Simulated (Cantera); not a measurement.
An isothermal, constant-pressure homogeneous reactor starts with C3H8 : H2 = 1 : 0.27 (molar parts), at 1525 K and 0.0550 bar.

Model: GRI-Mech 3.0 (53 species, 325 reactions), integrated in Cantera. GRI-Mech 3.0 was tuned for natural gas; its chemistry of propane as a main component is partial and can be far from experiment. GRI-Mech 3.0 stops at C3 and has no aromatics, soot or wall deposition, so with more carbon than oxygen in the feed, carbon stays in small species such as C2H2 where larger ones or solid carbon would form.

**Question.** Predict: x(C3H8) at 2.00 s; x(H2) at 2.00 s; x(C2H2) at 2.00 s; x(C2H) at 2.00 s; x(H) at 2.00 s; x(C2H4) at 2.00 s; x(C2H6) at 2.00 s.

**Answer.** x(C3H8) at 2.00 s: 4.95e-9 (gas-phase equilibrium 1.12e-10)
x(H2) at 2.00 s: 0.553 (gas-phase equilibrium 0.639)
x(C2H2) at 2.00 s: 0.333 (gas-phase equilibrium 0.348)
x(C2H) at 2.00 s: 6.68e-8 (gas-phase equilibrium 9.69e-8)
x(H) at 2.00 s: 5.06e-5 (gas-phase equilibrium 8.12e-5)
x(C2H4) at 2.00 s: 0.00265 (gas-phase equilibrium 0.00269)
x(C2H6) at 2.00 s: 2.25e-5 (gas-phase equilibrium 6.77e-7)
